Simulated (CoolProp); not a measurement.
Saturated liquid density (kg/m³) of carbon dioxide: the reference equation beside estimates from Tc = 31.0 °C, pc = 7377 kPa, ω = 0.224. Rackett uses Z = 0.29056 − 0.08775 ω.

Computed with CoolProp (reference Helmholtz-energy equation of state, Span 1996).

| T (°C) | reference | Rackett | van der Waals | Redlich-Kwong | Soave-Redlich-Kwong | Peng-Robinson |
|---|---|---|---|---|---|---|
| -41.05 | 1121 | 1126 | 689.8 | 985.6 | 1025 | 1163 |
| -36.35 | 1102 | 1108 | 678.4 | 965.0 | 1005 | 1140 |
| -31.75 | 1083 | 1089 | 666.7 | 944.0 | 984.0 | 1117 |
| -27.05 | 1063 | 1069 | 654.3 | 921.7 | 961.7 | 1091 |
| -22.35 | 1042 | 1049 | 641.4 | 898.3 | 938.1 | 1065 |
| -17.65 | 1021 | 1027 | 627.8 | 873.9 | 913.3 | 1036 |
| -13.05 | 998.4 | 1005 | 613.8 | 848.8 | 887.5 | 1007 |
| -8.35 | 974.3 | 981.5 | 598.8 | 821.7 | 859.5 | 974.8 |
| -3.65 | 948.7 | 956.3 | 582.8 | 793.0 | 829.5 | 940.1 |
| 1.05 | 921.1 | 929.3 | 565.6 | 762.3 | 797.2 | 902.6 |
| 5.65 | 891.7 | 900.6 | 547.4 | 730.0 | 762.9 | 862.6 |
| 10.35 | 858.5 | 868.3 | 527.1 | 694.0 | 724.3 | 817.4 |

Absolute difference from the reference over all 12 rows, mean and median: Rackett 0.7 and 0.7 %, van der Waals 38.5 and 38.5 %, Redlich-Kwong 15.0 and 14.7 %, Soave-Redlich-Kwong 11.3 and 10.8 %, Peng-Robinson 2.4 and 2.4 %.
